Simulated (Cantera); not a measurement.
What does this Cantera script print?

```python
import numpy as np
import cantera as ct

gas_names = """
    N NO NO2 NO3 N2 N2O O O2 O3 Si SiN SiO SiO2 Si2 Si2N Si3
""".split()
cond_names = """
    Si(cr) Si(L) SiO2(Lqz) SiO2(hqz) SiO2(L) Si2N2O(s) Si3N4(a)
""".split()


# ... load() reads the species with a 1 bar reference pressure and builds the phases ...
atoms = {
    'Si': {'Si': 1},
    'O2': {'O': 2},
    'N2': {'N': 2},
}
top_T = {'Si2N2O(s)': 2100, 'Si3N4(a)': 2400}  # K; cautious upper limits of use, not melting points


# ... equilibrate(T, P, feed) seeds the gas with the atoms and calls Mixture.equilibrate('TP', solver="vcs", rtol=1e-11, max_steps=5000) ...
results = []
feed = {'Si': 1, 'O2': 0.0012, 'N2': 4}  # mol
P = 3.5  # Pa
for T in [1375, 1425, 1475, 1525, 1575, 1625, 1675, 1725, 1775, 1825, 1875, 1925, 1975, 2025]:
    mix = equilibrate(T, P, feed)
    results.append((T, P, feed, dict(zip(mix.species_names, mix.species_moles))))

top = {s: max(r[3][s] / sum(r[3][g] for g in gas_names) for r in results) for s in gas_names}
cols = sorted((s for s in top if top[s] > 0.0001), key=lambda s: -top[s])[:7]
seen = [c for c in cond_names if any(r[3].get(c, 0) > 1e-12 for r in results)]
print("log10 of partial pressures in bar; condensed amounts in mol")
print(f"{'T/K':>10s}" + "".join(f"{s[:9]:>10s}" for s in cols + seen))
for T, P, feed, n in results:
    ng = sum(n[g] for g in gas_names)
    print(f"{T:10.4g}" + "".join(f"{np.log10(max(n[s] / ng * P / 1e5, 1e-99)):10.3f}" for s in cols)
          + "".join(f"{n.get(c, 0):10.4g}" for c in seen))
```

It prints:

```
log10 of partial pressures in bar; condensed amounts in mol
       T/K        N2        Si       Si2       SiO      Si2N       SiN       Si3    Si(cr)     Si(L) Si2N2O(s)  Si3N4(a)
      1375    -4.456   -10.077   -14.085    -7.851   -12.530   -11.944   -15.640         0         0  0.001055    0.3322
      1425    -4.456    -9.155   -12.656    -7.599   -11.356   -11.129   -13.831         0         0         0    0.3325
      1475    -4.456    -8.297   -11.326    -7.599   -10.263   -10.369   -12.147         0         0         0    0.3324
      1525    -4.456    -7.724   -10.541    -7.678    -9.700    -9.889   -11.261    0.9954         0         0         0
      1575    -4.457    -7.241    -9.913    -7.679    -9.280    -9.493   -10.593    0.9908         0         0         0
      1625    -4.458    -6.788    -9.325    -7.680    -8.886    -9.122    -9.966    0.9784         0         0         0
      1675    -4.462    -6.363    -8.772    -7.684    -8.519    -8.775    -9.378    0.9459         0         0         0
      1725    -4.469    -5.993    -8.315    -7.691    -8.238    -8.481    -8.920         0    0.8747         0         0
      1775    -4.485    -5.659    -7.911    -7.706    -8.004    -8.222    -8.528         0    0.7224         0         0
      1825    -4.518    -5.342    -7.529    -7.739    -7.792    -7.986    -8.158         0    0.3828         0         0
      1875    -4.552    -5.164    -7.409    -7.774    -7.835    -7.886    -8.171         0         0         0         0
      1925    -4.552    -5.160    -7.627    -7.774    -8.191    -7.940    -8.680         0         0         0         0
      1975    -4.553    -5.159    -7.838    -7.774    -8.533    -7.993    -9.169         0         0         0         0
      2025    -4.553    -5.158    -8.039    -7.774    -8.858    -8.044    -9.636         0         0         0         0
```

Equilibrium computed with Cantera from the NASA thermochemical tables; the gas is ideal and each condensed phase is pure. N2 is the only nitrogen source here; it is nearly inert below about 1500 K, so the nitride shown seldom forms there in practice. Mutual solubility and eutectic melting of coexisting phases are not modelled. The tables' values for SiN are old estimates; treat these amounts as uncertain.
